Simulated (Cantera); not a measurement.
Input (Python, Cantera):

```python
import numpy as np
import cantera as ct

gas = ct.Solution("gri30.yaml")
gas.TPX = 1675, 72000, {'CH3OH': 1, 'O2': 1.65, 'N2': 6.1}
reactor = ct.IdealGasReactor(gas, energy="on", clone=False)
net = ct.ReactorNet([reactor])
net.rtol, net.atol = 1e-08, 1e-16
show = ['CH3OH', 'O2', 'OH', 'CH2', 'CH3', 'H']
times = np.geomspace(2e-06, 0.2, 13)

steps = ct.SolutionArray(gas, extra=["t"])
rows = []
print(f"{'t/s':>10s}{'T/K':>9s}{'P/Pa':>11s}" + "".join(f"{s:>11s}" for s in show))
for t in times:
    while net.time < t:
        t_next = net.step()
        steps.append(gas.state, t=t_next)
    rows.append([np.interp(t, steps.t, y) for y in (steps.T, steps.P, *steps(*show).X.T)])
    print(f"{t:10.3e}{rows[-1][0]:9.1f}{rows[-1][1]:11.4g}" + "".join(f"{x:11.3e}" for x in rows[-1][2:]))
rate = np.gradient(steps.T, steps.t)
print("integrator steps:", len(steps.t))
if steps.T.max() > steps.T[0] + 200:
    print(f"time of steepest temperature rise: {steps.t[rate.argmax()]:.4e} s")
gas.TPX = 1675, 72000, {'CH3OH': 1, 'O2': 1.65, 'N2': 6.1}
gas.equilibrate("UV")
print(f"equilibrium (UV): T = {gas.T:.1f} K  " + "  ".join(f"{s} {gas[s].X[0]:.3e}" for s in show))
```

Output:

```
       t/s      T/K       P/Pa      CH3OH         O2         OH        CH2        CH3          H
 2.000e-06   1674.9    7.2e+04  1.141e-01  1.884e-01  3.056e-06  7.796e-07  3.063e-05  1.844e-06
 5.220e-06   1674.9  7.202e+04  1.137e-01  1.882e-01  3.701e-06  7.778e-07  6.516e-05  2.238e-06
 1.363e-05   1676.0  7.212e+04  1.124e-01  1.873e-01  8.603e-06  7.840e-07  8.250e-05  4.177e-06
 3.557e-05   1695.6  7.343e+04  1.027e-01  1.818e-01  4.454e-05  9.640e-07  4.550e-05  1.589e-05
 9.283e-05   2601.5  1.281e+05  2.524e-16  4.389e-02  3.188e-02  1.467e-14  1.517e-14  2.534e-02
 2.423e-04   2880.9  1.392e+05  3.538e-16  3.826e-02  3.121e-02  5.690e-14  3.927e-14  1.359e-02
 6.325e-04   2877.0  1.389e+05  3.668e-16  3.592e-02  3.028e-02  5.694e-14  4.067e-14  1.326e-02
 1.651e-03   2871.3  1.385e+05  3.756e-16  3.401e-02  2.951e-02  5.610e-14  4.141e-14  1.306e-02
 4.309e-03   2870.5  1.385e+05  3.769e-16  3.375e-02  2.940e-02  5.598e-14  4.151e-14  1.303e-02
 1.125e-02   2870.5  1.385e+05  3.769e-16  3.375e-02  2.940e-02  5.598e-14  4.151e-14  1.303e-02
 2.936e-02   2870.5  1.385e+05  3.769e-16  3.375e-02  2.940e-02  5.598e-14  4.151e-14  1.303e-02
 7.662e-02   2870.5  1.385e+05  3.769e-16  3.375e-02  2.940e-02  5.598e-14  4.151e-14  1.303e-02
 2.000e-01   2870.5  1.385e+05  3.769e-16  3.375e-02  2.940e-02  5.598e-14  4.151e-14  1.303e-02
integrator steps: 1696
time of steepest temperature rise: 6.8201e-05 s
equilibrium (UV): T = 2870.5 K  CH3OH 3.943e-16  O2 3.375e-02  OH 2.940e-02  CH2 6.042e-14  CH3 5.546e-14  H 1.303e-02
```

Model: GRI-Mech 3.0 (53 species, 325 reactions), integrated in Cantera. GRI-Mech 3.0 was tuned for natural gas; its chemistry of methanol as a main component is partial and can be far from experiment.
